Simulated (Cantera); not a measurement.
A perfectly stirred reactor is fed with H2 : O2 : N2 = 0.95 : 1 : 15 (molar parts), equivalence ratio 0.47, at 1.00 bar; it is held at 1300 K, and followed from long to short residence time.

Cantera simulation using the H2/O2 subset of GRI-Mech 3.0, which has no nitrogen chemistry; the numbers are that mechanism's predictions, not measurements. The temperature is held fixed by assumption; the heat of reaction is taken as removed at once.

### Question
What does this change do: N2 15 to 110 parts?

### Answer
```json
[
 {"quantity": "x(H2) at τ = 3.90 s", "before": "1.47e-5", "after": "7.71e-6"},
 {"quantity": "x(O2) at τ = 3.90 s", "before": "0.0319", "after": "0.00471"},
 {"quantity": "x(H2O2) at τ = 3.90 s", "before": "5.28e-8", "after": "7.67e-9"},
 {"quantity": "x(H) at τ = 3.90 s", "before": "4.20e-7", "after": "6.91e-7"},
 {"quantity": "x(H2O) at τ = 3.90 s", "before": "0.0576", "after": "0.00850"},
 {"quantity": "x(H2) at τ = 0.130 s", "before": "0.000140", "after": "7.00e-5"},
 {"quantity": "x(O2) at τ = 0.130 s", "before": "0.0319", "after": "0.00472"},
 {"quantity": "x(H2O2) at τ = 0.130 s", "before": "2.87e-7", "after": "4.94e-8"},
 {"quantity": "x(H) at τ = 0.130 s", "before": "1.25e-5", "after": "1.90e-5"},
 {"quantity": "x(H2O) at τ = 0.130 s", "before": "0.0574", "after": "0.00841"}
]
```
